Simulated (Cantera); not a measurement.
Cantera run:

```python
import numpy as np
import cantera as ct

gas_names = """
    O2 Br2
""".split()
cond_names = """
    Ca(L) CaBr2(L) CaO(s)
""".split()


# ... load() reads the species with a 1 bar reference pressure and builds the phases ...
species = {s.name: s for s in load("nasa_gas.yaml", gas_names) + load("nasa_condensed.yaml", cond_names)}
T = 1450
g = {n: (s.thermo.h(T) - T * s.thermo.s(T)) / (ct.gas_constant * T * np.log(10)) for n, s in species.items()}
valid = cond_names  # the entries whose range holds T


def stable(la, lb):
    # potentials (over RT ln 10) of the two non-metals from log10 p(O2) and log10 p(Br2) in bar
    mu = {}
    mu["O"] = (g["O2"] + la) / 2
    mu["Br"] = (g["Br2"] + lb) / 2
    cost = {}
    for n in valid:
        c = species[n].composition
        cost[n] = (g[n] - sum(c.get(e, 0) * m for e, m in mu.items())) / c["Ca"]
    return min(cost, key=cost.get)


results = []
for lb in [0, -2, -4, -6, -8, -10, -12, -14, -16]:
    row = [stable(la, lb) for la in [-14, -13.3, -12.7, -12, -11.4, -10.7, -10.1, -9.4, -8.8, -8.1, -7.5, -6.8, -6.2, -5.5, -4.9, -4.2, -3.6, -2.9, -2.3, -1.6, -1, -0.3, 0.3, 1]]
    results.append(row)
    print(f"{lb:6.1f}  " + " ".join(f"{valid.index(n):x}" for n in row))
print("key: " + ", ".join(f"{i:x} {n}" for i, n in enumerate(valid)))
```

It prints:

```
   0.0  1 1 1 1 1 1 1 1 1 1 1 1 1 1 1 1 1 1 1 1 1 1 1 1
  -2.0  1 1 1 1 1 1 1 1 1 1 1 1 1 1 1 1 1 1 1 2 2 2 2 2
  -4.0  1 1 1 1 1 1 1 1 1 1 1 1 1 2 2 2 2 2 2 2 2 2 2 2
  -6.0  1 1 1 1 1 1 1 2 2 2 2 2 2 2 2 2 2 2 2 2 2 2 2 2
  -8.0  1 2 2 2 2 2 2 2 2 2 2 2 2 2 2 2 2 2 2 2 2 2 2 2
 -10.0  2 2 2 2 2 2 2 2 2 2 2 2 2 2 2 2 2 2 2 2 2 2 2 2
 -12.0  2 2 2 2 2 2 2 2 2 2 2 2 2 2 2 2 2 2 2 2 2 2 2 2
 -14.0  2 2 2 2 2 2 2 2 2 2 2 2 2 2 2 2 2 2 2 2 2 2 2 2
 -16.0  2 2 2 2 2 2 2 2 2 2 2 2 2 2 2 2 2 2 2 2 2 2 2 2
key: 0 Ca(L), 1 CaBr2(L), 2 CaO(s)
```

Cantera with NASA thermochemical tables; ideal gases at 1 bar, condensed phases pure. Not in the tables: oxide halides.
